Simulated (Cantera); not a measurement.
Cantera with NASA thermochemical tables; ideal gases at 1 bar, condensed phases pure. Values are per mole of reaction as written; species without (g) are pure solids or liquids, kept so even where they would boil at 1 bar.

Nb + O₂(g) → NbO₂, with ΔH° = -794.9 kJ and ΔS° = -187.1 J/K at 300 K.

Task: How far is the shortcut ΔG° ≈ ΔH°(300 K) − T·ΔS°(300 K) from the full temperature-dependent value at 1223, 1323, 1423, 1523, 1623, 1723, 1823 K?

Result: 
```
T (K)  shortcut (kJ)  full (kJ)  difference (kJ)  difference in log10 K
-----  -------------  ---------  ---------------  ---------------------
1223          -566.1     -575.8              9.6                  -0.41
1323          -547.4     -559.5             12.1                  -0.48
1423          -528.7     -543.4             14.7                  -0.54
1523          -510.0     -527.4             17.4                  -0.60
1623          -491.3     -511.5             20.2                  -0.65
1723          -472.6     -495.8             23.2                  -0.70
1823          -453.9     -480.1             26.2                  -0.75
```
The shortcut ignores the heat-capacity change of the reaction.
